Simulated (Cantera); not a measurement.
Input: 1 mol MgO, 17 mol CO, 0.44 mol H2, equilibrated at 0.00133 bar.

Method: chemical equilibrium by Gibbs-energy minimisation in Cantera with the NASA 1993 tables (ideal gas, pure condensed phases). Candidate condensed phases: C, C6H6, C7H8, C8H18, H2O, Mg, MgCO3, MgO, Mg(OH)2; 116 gas species. The numbers say what is thermodynamically allowed, not how fast it happens.

### Question
Which condensed phases are stable at each of these points (T (K)): 1675, 1775, 1875, 1975, 2075, 2175, 2275, 2375, 2475, 2575?

### Answer
```
T (K)  condensed phases  Mg condensed (%)
-----  ----------------  ----------------
1675             MgO(s)              93.5
1775             MgO(s)              83.8
1875             MgO(s)              63.4
1975             MgO(s)              24.1
2075           gas only               0.0
2175           gas only               0.0
2275           gas only               0.0
2375           gas only               0.0
2475           gas only               0.0
2575           gas only               0.0
```

From 1675 K to 1975 K the condensed part is MgO(s). From 2075 K to 2575 K nothing is condensed.
